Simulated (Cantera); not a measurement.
Input: 1 mol B, a varied amount of O2, 2.6 mol H2, held at 2073.15 K and 375 Torr.

Equilibrium computed with Cantera from the NASA thermochemical tables; the gas is ideal and each condensed phase is pure. Candidate condensed phases: B, B2O3, B3O3H3, H2O; 23 gas species. Rates play no part.

Problem. At 2.1 mol O2, list the 6 most abundant gas species with their mole fractions, and the condensed phases.

Solution. H2O 0.673, HBO2 0.285, O2 0.0159, B2O3 0.0141, OH 0.00468, H2 0.00372. Condensed: gas only.
